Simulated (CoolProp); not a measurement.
Vapour pressure (MPa) of toluene: the reference equation beside estimates from Tc = 591.7 K, pc = 4.126 MPa, ω = 0.266. Clausius-Clapeyron is anchored at 286.3 K with a constant enthalpy of vaporisation of 38.69 kJ/mol.

Computed with CoolProp (reference Helmholtz-energy equation of state, Lemmon 2006). It is a short technical equation, of lower accuracy than the large ones.

| T (K) | reference | Lee-Kesler | Clausius-Clapeyron | van der Waals | Redlich-Kwong | Peng-Robinson |
|---|---|---|---|---|---|---|
| 279.4 | 0.001334 | 0.001248 | 0.001338 | 0.07699 | 0.004060 | 0.001425 |
| 286.3 | 0.001998 | 0.001872 | 0.001998 | 0.09146 | 0.005836 | 0.002112 |
| 293.1 | 0.002911 | 0.002733 | 0.002913 | 0.1075 | 0.008169 | 0.003049 |
| 300 | 0.004177 | 0.003933 | 0.004197 | 0.1259 | 0.01127 | 0.004340 |
| 306.8 | 0.005852 | 0.005528 | 0.005919 | 0.1460 | 0.01519 | 0.006038 |
| 313.7 | 0.008094 | 0.007674 | 0.008263 | 0.1687 | 0.02024 | 0.008300 |
| 320.5 | 0.01096 | 0.01043 | 0.01132 | 0.1933 | 0.02643 | 0.01118 |
| 327.4 | 0.01469 | 0.01404 | 0.01537 | 0.2208 | 0.03417 | 0.01492 |
| 334.2 | 0.01933 | 0.01855 | 0.02052 | 0.2505 | 0.04345 | 0.01955 |
| 341.1 | 0.02519 | 0.02428 | 0.02720 | 0.2833 | 0.05476 | 0.02540 |

Absolute difference from the reference over all 10 rows, mean and median: Lee-Kesler 5.2 and 5.4 %, Clausius-Clapeyron 2.6 and 1.6 %, van der Waals 2632.2 and 2189.6 %, Redlich-Kwong 157.2 and 154.8 %, Peng-Robinson 3.2 and 2.9 %.
